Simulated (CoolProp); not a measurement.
Vapour-liquid equilibrium of propane (1) + c-C4F8 (RC318) (2) at 259.4 K; x and y are mole fractions of (1).

Model: multi-fluid Helmholtz-energy mixture model, Lemmon 2009 and Platzer 1990; pair parameters Bell 2016, in CoolProp. This equation is an older, rougher fit; its heat capacities, sound speeds and derivatives of the liquid may be far off and weren't checked against measurements.

```csv
x,bubble pressure (MPa),y at the bubble point,dew pressure at overall composition x (MPa),liquid density (mol/L)
0.05,0.1129,0.377,0.07623,8.334
0.15,0.1781,0.631,0.08470,8.592
0.25,0.2227,0.724,0.09523,8.870
0.35,0.2508,0.769,0.1087,9.173
0.45,0.2681,0.796,0.1264,9.508
0.55,0.2792,0.815,0.1508,9.886
0.65,0.2876,0.833,0.1860,10.31
0.75,0.2951,0.855,0.2384,10.81
0.85,0.3019,0.889,0.2938,11.37
0.95,0.3056,0.951,0.3056,12.03
```

No azeotrope shows between x = 0.05 and 0.95.

Pair parameters are fitted to limited data, so mixtures are less certain than the pure fluids. With so large a gap from Raoult's law the liquid may split in two, which this calculation doesn't test in full.
